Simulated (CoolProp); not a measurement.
Vapour-liquid equilibrium of C2F6 (R116) (1) + propane (2) at 259.2 K; x and y are mole fractions of (1).

Model: multi-fluid Helmholtz-energy mixture model, Lemmon 2006 and Lemmon 2009; pair parameters Bell 2016, in CoolProp.

```tsv
x	bubble pressure, mixture model (bar)	bubble pressure, Raoult's law (bar)	y, mixture model	y, Raoult's law
0.05	5.272	3.499	0.420	0.179
0.125	7.475	4.212	0.593	0.372
0.2	8.751	4.925	0.657	0.509
0.275	9.503	5.638	0.689	0.611
0.35	9.987	6.351	0.709	0.691
0.425	?	7.065	0.726	0.754
0.5	10.68	7.778	0.743	0.806
0.575	11.01	8.491	0.762	0.849
0.65	11.34	9.204	0.786	0.885
0.725	?	9.917	?	0.916
0.8	?	10.63	0.853	0.943
0.875	?	11.34	0.899	0.967
0.95	?	12.06	0.956	0.987
```

Question: Some entries are withheld; supply them.

Answer: 
- 0.425, bubble pressure, mixture model (bar): 10.35
- 0.725, bubble pressure, mixture model (bar): 11.67
- 0.725, y, mixture model: 0.816
- 0.8, bubble pressure, mixture model (bar): 11.99
- 0.875, bubble pressure, mixture model (bar): 12.26
- 0.95, bubble pressure, mixture model (bar): 12.46

The largest gap from Raoult's law is +77.7 % in bubble pressure, at x = 0.2. No azeotrope shows between x = 0.05 and 0.95.

The pair parameters rest on a limited set of measurements; away from them the model extrapolates. With so large a gap from Raoult's law the liquid may split in two, which this calculation doesn't test in full.
